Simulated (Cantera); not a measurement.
# Equilibrium for aluminium nitride and oxide growth: Al(CH₃)₃ + NH₃ + N₂

A closed system holds: 1 mol Al(CH₃)₃, a varied amount of NH₃, 7.5 mol N₂, held at 0.128 Torr.

Cantera equilibrium calculation (NASA polynomials, part measured and part estimated; ideal gas, pure solids and liquids). Candidate condensed phases: Al, AlN, C, C₆H₆, C₇H₈, C₈H₁₈; 97 gas species. The feed counts by its element totals alone. Kinetics and transport are ignored.

Stable condensed phases:

```
T in °C \ n(NH₃) in mol
          18  25  35  50  71 100 140 200
   1900    A   A   A   A   A   B   B   B
   1875    A   A   A   A   A   A   B   B
   1850    A   A   A   A   A   A   B   B
   1825    A   A   A   A   A   A   B   B
   1800    A   A   A   A   A   A   A   B
   1775    A   A   A   A   A   A   A   B
   1750    A   A   A   A   A   A   A   B
   1725    A   A   A   A   A   A   A   B
   1700    A   A   A   A   A   A   A   A
   1675    A   A   A   A   A   A   A   A
   1650    A   A   A   A   A   A   A   A
   1625    A   A   A   A   A   A   A   A
   1600    A   A   A   A   A   A   A   A
```

A: C; B: gas only.
